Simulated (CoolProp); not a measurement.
Vapour-liquid equilibrium of sulfur hexafluoride (1) + CH2F2 (R32) (2) at 262.3 K; x and y are mole fractions of (1).

Model: multi-fluid Helmholtz-energy mixture model, Guder 2009 and Tillner-Roth 1997; pair parameters Bell 2016, in CoolProp.

### Question
Give the bubble pressure and the first vapour's composition at x = 0.05, 0.25, 0.65. Is there an azeotrope?

### Answer
x = 0.05: 7.947 bar, y = 0.288; x = 0.25: 11.49 bar, y = 0.535; x = 0.65: 12.22 bar, y = 0.625. y crosses x between x = 0.55 and 0.65: the model has an azeotrope there.

Pair parameters are fitted to limited data, so mixtures are less certain than the pure fluids. With so large a gap from Raoult's law the liquid may split in two, which this calculation doesn't test in full.
